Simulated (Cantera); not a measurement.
Feed: 1 mol SiH2Cl2, 430 mol H2, equilibrated at 1.00 bar.

These are equilibrium values from Cantera (NASA tables, ideal gas, pure condensed phases), not measurements of a reactor. Candidate condensed phases: Si; 19 gas species. Rates play no part. All values below are at 1250 K.

Base state: H2 0.995, HCl 0.00442, SiCl2 4.93e-5, SiH2Cl2 1.84e-5, SiHCl3 1.69e-5 (mole fractions); condensed: Si(s).

What changes in the equilibrium state with this change: H2 from 430 to 14 mol?


```json
[
 {"species": "H2", "before": "0.995", "after": "0.935"},
 {"species": "HCl", "before": "0.00442", "after": "0.0365"},
 {"species": "SiCl4", "before": "2.10e-6", "after": "0.0111"},
 {"species": "SiHCl3", "before": "1.69e-5", "after": "0.0101"},
 {"species": "SiCl3", "before": "3.81e-6", "after": "0.00236"},
 {"species": "SiCl2", "before": "4.93e-5", "after": "0.00358"},
 {"species": "Si(s), mol", "before": "0.958", "after": "0.556"}
]
```
The tables' values for SiCl3 are old estimates; treat these amounts as uncertain.
